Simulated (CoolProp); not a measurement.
Model: reference Helmholtz-energy equation of state, Setzmann 1991, in CoolProp.

Question: Give the vapour pressure (MPa), liquid density (kg/m³), enthalpy of vaporisation (kJ/kg), surface tension (mN/m) of saturated methane at 108.3, 119.6, 130.9 K.

Answer: 
```tsv
T (K)	p (MPa)	liquid density (kg/m³)	enthalpy of vaporisation (kJ/kg)	surface tension (mN/m)
108.3	0.0761	427	517	13.6
119.6	0.186	411	495	11.4
130.9	0.388	393	470	9.24
```

Surface tension comes from a separate correlation (Mulero 2012).
